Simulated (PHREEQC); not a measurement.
## Phosphoric acid bath

A solution holds 0.21 mol/kgw KH2PO4, 0.067 mol/kgw HNO3 and 0.00039 mol/kgw H4SiO4, at 25 °C. Closed to the air; pH follows from the charge balance.

Model: ion-association model, phreeqc.dat, run in PHREEQC.

| Property | Result |
|---|---|
| pH | 2.40 |
| ionic strength | 0.215 mol/kgw |
| activity of water | 0.992 |
| specific conductance | 20900 µS/cm |
| density | 1.018 g/cm³ |
| total alkalinity | -67.0 meq/kg |

```json
[
 {"species": "K+", "molality": "0.210", "activity": "0.148", "log γ": "-0.151"},
 {"species": "H2PO4-", "molality": "0.148", "activity": "0.110", "log γ": "-0.130"},
 {"species": "NO3-", "molality": "0.0670", "activity": "0.0461", "log γ": "-0.162"},
 {"species": "H3PO4", "molality": "0.0619", "activity": "0.0651", "log γ": "0.022"},
 {"species": "H+", "molality": "0.00507", "activity": "0.00403", "log γ": "-0.100"},
 {"species": "H4SiO4", "molality": "0.000390", "activity": "0.000410", "log γ": "0.022"}
]
```

Precipitation was switched off in this run. Saturation is exceeded, for instance for Quartz (slow to form), Chalcedony (slow to form); the values hold only as long as no solid forms.
